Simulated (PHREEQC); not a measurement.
Dissolve 5.1e-05 mol CaSO4, 8.1e-05 mol Na2CO3 and 0.00021 mol H4SiO4 per kg of water at 85 °C. Closed to the air; pH follows from the charge balance.

Computed with PHREEQC (ion-association model, wateq4f.dat).

```json
{
  "pH": "8.27",
  "ionic_strength": "0.000363 mol/kgw",
  "total_alkalinity": "0.162 meq/kg"
}
```

| species | molality | activity | log γ |
|---|---|---|---|
| H4SiO4 | 0.000187 | 0.000187 | 0.000 |
| Na+ | 0.000162 | 0.000158 | -0.011 |
| HCO3- | 7.83e-5 | 7.64e-5 | -0.011 |
| OH- | 5.76e-5 | 5.62e-5 | -0.011 |
| SO4-2 | 5.03e-5 | 4.56e-5 | -0.043 |
| Ca+2 | 4.98e-5 | 4.52e-5 | -0.043 |

No solid was allowed to form. Constants without temperature data keep their 25 °C values here.
